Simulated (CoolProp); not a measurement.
Model: reference Helmholtz-energy equation of state, Thol 2018, in CoolProp.

Q: Give the vapour pressure (MPa), vapour density (kg/m³), liquid cp (kJ/(kg K)) of saturated hydrogen chloride at 14.95, 21.05 °C.

A: 
```json
[
 {"T (°C)": "14.95", "p (MPa)": "3.76", "vapour density (kg/m³)": "85.3", "liquid cp (kJ/(kg K))": "2.32"},
 {"T (°C)": "21.05", "p (MPa)": "4.33", "vapour density (kg/m³)": "102", "liquid cp (kJ/(kg K))": "2.51"}
]
```
